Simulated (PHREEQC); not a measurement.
A solution holds 0.022 mol CdSO4 per kg of water, at 25 °C. Closed to the air; pH follows from the charge balance.

Equilibrium calculation in PHREEQC: ion-association model, wateq4f.dat.

Precipitation was switched off in this run.

### Question
Order these S species by the share of S that they hold, largest first: SO4-2, Cd(SO4)2-2, CdSO4.

### Answer
SO4-2 (52 %), CdSO4 (39 %), Cd(SO4)2-2 (9.9 %)

### Question
Order these Cd species by the share of Cd that they hold, largest first: Cd+2, Cd(SO4)2-2, CdSO4.

### Answer
Cd+2 (57 %), CdSO4 (39 %), Cd(SO4)2-2 (4.9 %)

The pH is 6.22 and the ionic strength 0.0498 mol/kgw. Complexes and solids missing from the database can't appear.
